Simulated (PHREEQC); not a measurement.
Solution (20 °C): 3.6 mmol/kgw KH2PO4 and 74 mmol/kgw Na2HPO4. Closed to the air; pH follows from the charge balance.

The numbers come from PHREEQC with the ion-association model, wateq4f.dat.

This is a speciation only: nothing precipitates in the calculation.

Question: Estimate the pH, ionic strength.

Answer: pH 8.09; ionic strength 0.214 mol/kgw.

Question: In which forms is P present?

Answer: HPO4-2 88 %, NaHPO4- 7.2 %, H2PO4- 4.7 % of the P.

H3PO4, which wateq4f.dat lacks, is added to it with the constant of phreeqc.dat.
